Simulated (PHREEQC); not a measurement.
A made-up water analysis in mmol/kgw, 5 °C, pH 6.95, pe 10.3: Na 0.0226; K 0.000842; Ca 0.0127; Mg 6.69e-05; Cl 0.00472; S(6) 0.00461; Alkalinity (meq/kgw) 0.0242; Cd 0.000517.

Valence states are taken as typed.

All values are PHREEQC results (ion-association model, phreeqc.dat), not measurements.

No solid was allowed to form.

Question: Estimate the charge-balance error.

Answer: charge-balance error 13.4 %.

Question: In which forms is C present?

Answer: HCO3- 73 %, CO2 27 % of the C.

Complexes and solids missing from the database can't appear. Away from 25 °C the constants follow the database's enthalpies or fits; those with neither stay at their 25 °C values.
